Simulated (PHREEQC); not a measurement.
Consider water at 25 °C with 0.082 mol CuSO4, 0.095 mol HCl and 0.00013 mol NaCl per kg of water. Closed to the air; pH follows from the charge balance.

Computed with PHREEQC (ion-association model, phreeqc.dat).

```json
{
 "pH": "1.34",
 "ionic_strength": "0.256 mol/kgw",
 "specific_conductance": "28200 µS/cm",
 "density": "1.011 g/cm³",
 "total_alkalinity": "-95.0 meq/kg"
}
```

| species | molality | activity | log γ |
|---|---|---|---|
| Cl- | 0.0907 | 0.0633 | -0.157 |
| H+ | 0.0575 | 0.0453 | -0.103 |
| Cu+2 | 0.0568 | 0.0173 | -0.517 |
| HSO4- | 0.0375 | 0.0277 | -0.132 |
| SO4-2 | 0.0236 | 0.00628 | -0.574 |
| CuSO4 | 0.0209 | 0.0222 | 0.026 |
| CuCl+ | 0.00421 | 0.00294 | -0.155 |
| Na+ | 0.000126 | 9.28e-5 | -0.133 |
| CuCl2 | 9.43e-5 | 0.000100 | 0.026 |
| NaSO4- | 4.00e-6 | 2.92e-6 | -0.136 |
| CuCl3- | 3.21e-8 | 2.24e-8 | -0.155 |
| CuOH+ | 5.42e-9 | 3.80e-9 | -0.155 |

Precipitation was switched off in this run.
